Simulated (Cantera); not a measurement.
Feed: 1 mol Cu₂O, 5.7 mol CO, 0.25 mol H₂, held at 0.410 bar.

Equilibrium computed with Cantera from the NASA thermochemical tables; the gas is ideal and each condensed phase is pure. Candidate condensed phases: C, C₆H₆, C₇H₈, C₈H₁₈, Cu, CuO, Cu(OH)₂, Cu₂O, H₂O; 113 gas species. The numbers say what is thermodynamically allowed, not how fast it happens.

### Question
Which condensed phases are stable at each of these points (T (°C)): 1050, 1100, 1150, 1200, 1250, 1300, 1350, 1400, 1450, 1500, 1550?

### Answer
| T (°C) | condensed phases | Cu condensed (%) |
|---|---|---|
| 1050 | Cu(s) | 100.0 |
| 1100 | Cu(l) | 100.0 |
| 1150 | Cu(l) | 100.0 |
| 1200 | Cu(l) | 100.0 |
| 1250 | Cu(l) | 100.0 |
| 1300 | Cu(l) | 100.0 |
| 1350 | Cu(l) | 100.0 |
| 1400 | Cu(l) | 99.9 |
| 1450 | Cu(l) | 99.8 |
| 1500 | Cu(l) | 99.7 |
| 1550 | Cu(l) | 99.5 |

At 1050 °C the condensed part is Cu(s). From 1100 °C to 1550 °C the condensed part is Cu(l).
